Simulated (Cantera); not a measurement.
# Thermodynamics of boron, boron nitride and boron oxide, feed borazine + O₂ + N₂ + NH₃

Feed: 1 mol borazine, 1.1 mol O₂, 6.9 mol N₂, 0.5 mol NH₃, held at 1573 K and 13300 Pa.

Equilibrium computed with Cantera from the NASA thermochemical tables; the gas is ideal and each condensed phase is pure. Candidate condensed phases: B, BN, B₂O₃, B₃O₃H₃, H₂O; 39 gas species. The feed counts by its element totals alone. Mutual solubility and eutectic melting of coexisting phases are not modelled. Gases not in the tables: H₃BO₃. Rates play no part.

The x(N₂) is 0.675. The x(H₂) is 0.318. The x(HBO₂) is 0.00403 and the x(H₂O) is 0.00108. The x(HBO) is 0.00100 and the x(B₂O₃) is 0.000673. The x(H) is 6.28e-5, the x(B₂O₂) is 1.94e-5 and the x(BO) comes out as 4.65e-6. The n(BN(s)) comes out as 1.55 mol, the n(B₂O₃(l)) is 0.686 mol and the gas amount comes out as 11.66 mol. The log10 activity of B(s) (absent) is -3.21 and the log10 activity of B₃O₃H₃(s) (absent) is -11.39.
